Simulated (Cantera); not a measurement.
A Cantera script and its output.

```python
import numpy as np
import cantera as ct

gas = ct.Solution("gri30.yaml")
gas.TPX = 1600, 26000, {'H2': 1, 'O2': 0.633, 'N2': 2.38}
reactor = ct.IdealGasConstPressureReactor(gas, energy="on", clone=False)
net = ct.ReactorNet([reactor])
net.rtol, net.atol = 1e-08, 1e-16
show = ['H2', 'O2', 'H2O', 'HO2', 'NO', 'NO2']
times = np.geomspace(6e-06, 3, 13)

steps = ct.SolutionArray(gas, extra=["t"])
rows = []
print(f"{'t/s':>10s}{'T/K':>9s}{'P/Pa':>11s}" + "".join(f"{s:>11s}" for s in show))
for t in times:
    while net.time < t:
        t_next = net.step()
        steps.append(gas.state, t=t_next)
    rows.append([np.interp(t, steps.t, y) for y in (steps.T, steps.P, *steps(*show).X.T)])
    print(f"{t:10.3e}{rows[-1][0]:9.1f}{rows[-1][1]:11.4g}" + "".join(f"{x:11.3e}" for x in rows[-1][2:]))
rate = np.gradient(steps.T, steps.t)
print("integrator steps:", len(steps.t))
if steps.T.max() > steps.T[0] + 200:
    print(f"time of steepest temperature rise: {steps.t[rate.argmax()]:.4e} s")
gas.TPX = 1600, 26000, {'H2': 1, 'O2': 0.633, 'N2': 2.38}
gas.equilibrate("HP")
print(f"equilibrium (HP): T = {gas.T:.1f} K  " + "  ".join(f"{s} {gas[s].X[0]:.3e}" for s in show))
```

It prints:

```
       t/s      T/K       P/Pa         H2         O2        H2O        HO2         NO        NO2
 6.000e-06   1600.0    2.6e+04  2.492e-01  1.577e-01  2.401e-06  1.192e-06  9.320e-15  6.448e-20
 1.791e-05   1600.1    2.6e+04  2.488e-01  1.575e-01  2.832e-04  4.163e-06  1.727e-12  6.231e-17
 5.345e-05   1729.0    2.6e+04  4.273e-02  5.676e-02  1.481e-01  7.245e-06  4.069e-06  1.215e-10
 1.595e-04   1988.1    2.6e+04  4.427e-02  5.175e-02  1.609e-01  4.851e-06  3.042e-05  8.988e-10
 4.762e-04   2329.1    2.6e+04  4.155e-02  4.612e-02  1.815e-01  3.393e-06  1.382e-04  6.562e-09
 1.421e-03   2648.1    2.6e+04  3.356e-02  4.090e-02  2.065e-01  5.782e-06  1.277e-03  1.676e-07
 4.243e-03   2702.6    2.6e+04  3.172e-02  3.823e-02  2.121e-01  6.735e-06  6.054e-03  9.581e-07
 1.266e-02   2699.0    2.6e+04  3.202e-02  3.626e-02  2.125e-01  6.433e-06  1.125e-02  1.745e-06
 3.780e-02   2698.5    2.6e+04  3.206e-02  3.601e-02  2.125e-01  6.396e-06  1.189e-02  1.841e-06
 1.128e-01   2698.5    2.6e+04  3.206e-02  3.601e-02  2.125e-01  6.395e-06  1.189e-02  1.841e-06
 3.367e-01   2698.5    2.6e+04  3.206e-02  3.601e-02  2.125e-01  6.395e-06  1.189e-02  1.841e-06
 1.005e+00   2698.5    2.6e+04  3.206e-02  3.601e-02  2.125e-01  6.395e-06  1.189e-02  1.841e-06
 3.000e+00   2698.5    2.6e+04  3.206e-02  3.601e-02  2.125e-01  6.395e-06  1.189e-02  1.841e-06
integrator steps: 1159
time of steepest temperature rise: 3.5892e-05 s
equilibrium (HP): T = 2698.5 K  H2 3.206e-02  O2 3.601e-02  H2O 2.125e-01  HO2 6.395e-06  NO 1.189e-02  NO2 1.841e-06
```

Model: GRI-Mech 3.0 (53 species, 325 reactions), integrated in Cantera.
